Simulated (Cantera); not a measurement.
# Catalytic combustion on Pt

An isothermal plug-flow reactor at 950 K and 760 Torr (inlet), inlet velocity 0.07 m/s, active area per volume 1600 1/m; feed CH4 : O2 : N2 = 0.0065 : 0.034 : 0.79 (molar parts), equivalence ratio 0.38.

Computed with Cantera and Deutschmann's 1995 Pt surface mechanism with GRI-Mech 3.0 gas chemistry. Catalytic surfaces can have several steady states; this one follows from the mechanism file's or the stated starting coverage. Mass transfer to the wall is taken as infinitely fast.

| z (m) | x CH4 | x O2 | x H2O | x CO2 | x CO | θ free Pt | θ O* | θ OH* |
|---|---|---|---|---|---|---|---|---|
| 0.00011 | 0.00668 | 0.0386 | 0.00230 | 0.00115 | 2.92e-6 | 0.193 | 0.806 | 0.00104 |
| 0.00024 | 0.00551 | 0.0363 | 0.00464 | 0.00232 | 2.42e-6 | 0.195 | 0.803 | 0.00148 |
| 0.00051 | 0.00363 | 0.0325 | 0.00840 | 0.00420 | 1.62e-6 | 0.200 | 0.798 | 0.00200 |
| 0.0011 | 0.00137 | 0.0280 | 0.0129 | 0.00645 | 6.22e-7 | 0.206 | 0.792 | 0.00250 |
| 0.0024 | 0.000142 | 0.0256 | 0.0154 | 0.00767 | 6.55e-8 | 0.209 | 0.788 | 0.00274 |
| 0.0051 | 1.19e-6 | 0.0253 | 0.0156 | 0.00781 | 7.54e-10 | 0.210 | 0.787 | 0.00277 |
| 0.011 | 3.45e-11 | 0.0253 | 0.0156 | 0.00782 | 1.52e-10 | 0.210 | 0.787 | 0.00277 |
x: gas mole fraction; θ: surface coverage.
